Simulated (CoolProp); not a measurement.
Vapour-liquid equilibrium of carbon dioxide (1) + isopentane (2) at 246.5 K; x and y are mole fractions of (1).

The numbers come from the multi-fluid Helmholtz-energy mixture model, Span 1996 and Lemmon 2006; pair parameters Kunz 2012 in CoolProp.

```
x      bubble pressure, mixture model (MPa)  bubble pressure, Raoult's law (MPa)  y, mixture model  y, Raoult's law
-----  ------------------------------------  -----------------------------------  ----------------  ---------------
0.05                                 0.1447                              0.08870             0.935            0.899
0.125                                0.3427                               0.2076             0.972            0.960
0.2                                  0.5227                               0.3266             0.982            0.977
0.275                                0.6770                               0.4455             0.986            0.985
0.35                                 0.8035                               0.5644             0.988            0.989
0.425                                0.9051                               0.6834             0.990            0.992
0.5                                  0.9881                               0.8023             0.991            0.994
0.575                                 1.060                               0.9212             0.992            0.996
0.65                                  1.128                                1.040             0.993            0.997
0.725                                 1.201                                1.159             0.994            0.998
0.8                                   1.284                                1.278             0.995            0.999
0.875                                 1.383                                1.397             0.997            0.999
0.95                                  1.503                                1.516             0.998            1.000
```

The largest gap from Raoult's law is +65.1 % in bubble pressure, at x = 0.125. No azeotrope shows between x = 0.05 and 0.95.

The pair parameters rest on a limited set of measurements; away from them the model extrapolates. The gap from Raoult's law changes sign with composition, which may be real or a fault of the pair parameters; it wasn't checked against measurements. With so large a gap from Raoult's law the liquid may split in two, which this calculation doesn't test in full.
